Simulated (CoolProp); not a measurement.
Vapour-liquid equilibrium of acetone (1) + benzene (2) at 1040 kPa; x and y are mole fractions of (1).

Model: multi-fluid Helmholtz-energy mixture model, Lemmon 2006 and Thol 2012; pair parameters Bell 2016, in CoolProp.

| x | bubble temperature, mixture model (K) | bubble temperature, Raoult's law (K) | y, mixture model | y, Raoult's law |
|---|---|---|---|---|
| 0.05 | 450.4 | 451.3 | 0.094 | 0.092 |
| 0.125 | 445.9 | 447.7 | 0.216 | 0.216 |
| 0.2 | 442.0 | 444.3 | 0.319 | 0.326 |
| 0.275 | 438.6 | 441.1 | 0.408 | 0.424 |
| 0.35 | 435.6 | 438.2 | 0.487 | 0.511 |
| 0.425 | 432.9 | 435.4 | 0.559 | 0.590 |
| 0.5 | 430.5 | 432.8 | 0.625 | 0.661 |
| 0.575 | 428.2 | 430.3 | 0.687 | 0.725 |
| 0.65 | 426.2 | 428.0 | 0.746 | 0.784 |
| 0.725 | 424.3 | 425.7 | 0.802 | 0.838 |
| 0.8 | 422.6 | 423.6 | 0.857 | 0.887 |
| 0.875 | 420.9 | 421.6 | 0.911 | 0.932 |
| 0.95 | 419.4 | 419.7 | 0.965 | 0.974 |

The largest gap from Raoult's law is -2.6 K in bubble temperature, at x = 0.35. No azeotrope shows between x = 0.05 and 0.95.

Pair parameters are fitted to limited data, so mixtures are less certain than the pure fluids.
